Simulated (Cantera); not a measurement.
An adiabatic, constant-pressure homogeneous reactor starts with CO : H2 : O2 : N2 = 1 : 0.032 : 0.272 : 1.02 (molar parts), equivalence ratio 1.9, at 1650 K and 1.00 atm.

Model: GRI-Mech 3.0 (53 species, 325 reactions), integrated in Cantera.

One state of this run: T (K) = 2873; x CO = 0.282; x H2 = 0.00170; x O2 = 0.0186; x OH = 0.00617; x H2O = 0.00804; x NO = 0.00682. x: mole fraction; the columns are a selection and need not sum to one.

Question: Which value of t (s) does it belong to?
A) 7.52e-6
B) 0.000106
C) 0.000399
D) 0.00150

Answer: D, 0.00150
